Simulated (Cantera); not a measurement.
A Cantera script and its output.

```python
import numpy as np
import cantera as ct

gas = ct.Solution("gri30.yaml")
gas.TPX = 1350, 13332, {'C2H6': 1, 'N2': 120}
reactor = ct.IdealGasConstPressureReactor(gas, energy="off", clone=False)
net = ct.ReactorNet([reactor])
net.rtol, net.atol = 1e-08, 1e-18
show = ['C2H6', 'H', 'HCN', 'C2H4', 'C2H', 'CH3']
times = np.geomspace(0.0006, 10, 10)

steps = ct.SolutionArray(gas, extra=["t"])
rows = []
print(f"{'t/s':>10s}{'T/K':>9s}{'P/Pa':>11s}" + "".join(f"{s:>11s}" for s in show))
for t in times:
    while net.time < t:
        t_next = net.step()
        steps.append(gas.state, t=t_next)
    rows.append([np.interp(t, steps.t, y) for y in (steps.T, steps.P, *steps(*show).X.T)])
    print(f"{t:10.3e}{rows[-1][0]:9.1f}{rows[-1][1]:11.4g}" + "".join(f"{x:11.3e}" for x in rows[-1][2:]))
rate = np.gradient(steps.T, steps.t)
print("integrator steps:", len(steps.t))
if steps.T.max() > steps.T[0] + 200:
    print(f"time of steepest temperature rise: {steps.t[rate.argmax()]:.4e} s")
gas.TPX = 1350, 13332, {'C2H6': 1, 'N2': 120}
gas.equilibrate("TP")
print(f"equilibrium (TP): T = {gas.T:.1f} K  " + "  ".join(f"{s} {gas[s].X[0]:.3e}" for s in show))
```

Output:

```
       t/s      T/K       P/Pa       C2H6          H        HCN       C2H4        C2H        CH3
 6.000e-04   1350.0  1.333e+04  8.115e-03  5.234e-06  7.004e-10  7.484e-05  4.020e-13  1.190e-04
 1.767e-03   1350.0  1.333e+04  7.323e-03  1.251e-05  2.695e-08  7.467e-04  8.565e-11  2.233e-04
 5.204e-03   1350.0  1.333e+04  4.849e-03  1.619e-05  8.158e-08  2.876e-03  5.797e-10  2.077e-04
 1.533e-02   1350.0  1.333e+04  1.152e-03  1.929e-05  1.379e-07  5.081e-03  2.402e-09  9.945e-05
 4.514e-02   1350.0  1.333e+04  5.453e-05  8.409e-06  1.592e-07  3.643e-03  2.021e-09  2.153e-05
 1.329e-01   1350.0  1.333e+04  3.265e-06  2.497e-06  1.602e-07  2.228e-03  7.283e-10  5.642e-06
 3.915e-01   1350.0  1.333e+04  3.741e-07  9.432e-07  1.601e-07  1.329e-03  3.000e-10  2.008e-06
 1.153e+00   1350.0  1.333e+04  1.429e-07  6.443e-07  1.600e-07  5.781e-04  2.174e-10  1.308e-06
 3.396e+00   1350.0  1.333e+04  1.280e-07  6.514e-07  1.599e-07  7.724e-05  2.274e-10  1.278e-06
 1.000e+01   1350.0  1.333e+04  1.247e-07  6.554e-07  1.600e-07  2.211e-05  2.294e-10  1.267e-06
integrator steps: 1257
equilibrium (TP): T = 1350.0 K  C2H6 2.374e-10  H 8.360e-07  HCN 1.399e-02  C2H4 3.571e-06  C2H 3.825e-11  CH3 4.792e-08
```

Model: GRI-Mech 3.0 (53 species, 325 reactions), integrated in Cantera. GRI-Mech 3.0 stops at C3 and has no aromatics, soot or wall deposition, so with more carbon than oxygen in the feed, carbon stays in small species such as C2H2 where larger ones or solid carbon would form.
